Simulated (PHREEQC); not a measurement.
Solution (25 °C): 5.1 mmol/kgw PbCl2, 8 mmol/kgw NaCl and 26 mmol/kgw Na2SO4. Closed to the air; pH follows from the charge balance.

Computed with PHREEQC (ion-association model, wateq4f.dat).

Question: The ionic strength comes out as 0.0835 mol/kgw. What activity coefficients do PbCl+, SO4-2, PbOH+, H+, Pb(SO4)2-2 get?

Answer: PbCl+ 0.79, SO4-2 0.40, PbOH+ 0.79, H+ 0.83, Pb(SO4)2-2 0.39.

This is a speciation only: nothing precipitates in the calculation. Examples of supersaturated solids here: Anglesite, Larnakite. Others may be too. Species that the database lacks are ignored.
